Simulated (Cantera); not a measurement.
## Thermodynamics of sublimation and decomposition of ceramics, feed AlN + C + N2 + NH3

Feed: 1 mol AlN, 0.018 mol C, 0.34 mol N2, 0.041 mol NH3, held at 750 Torr.

These are equilibrium values from Cantera (NASA tables, ideal gas, pure condensed phases), not measurements of a reactor. Candidate condensed phases: Al, AlN, C, C6H6, C7H8, C8H18; 117 gas species. Ions and electrons are included (thermal ionisation). Equilibrium is a limit: real reactors are often held back by kinetics, nucleation or transport.

From 3000 K to 5000 K nothing is condensed. The main Al-bearing gas is Al throughout.

```csv
T (K),log p Al,log p N2,log p H,log p N,log p H2
3000,-0.29,-0.36,-1.70,-5.03,-1.80
3250,-0.30,-0.36,-1.48,-4.39,-1.98
3500,-0.30,-0.36,-1.35,-3.84,-2.23
3750,-0.30,-0.37,-1.27,-3.36,-2.55
4000,-0.30,-0.37,-1.24,-2.93,-2.88
4250,-0.30,-0.37,-1.22,-2.56,-3.21
4500,-0.31,-0.37,-1.22,-2.23,-3.52
4750,-0.31,-0.38,-1.22,-1.94,-3.80
5000,-0.32,-0.39,-1.22,-1.67,-4.06
```
log p: log10 of the partial pressure in bar; nothing condenses.
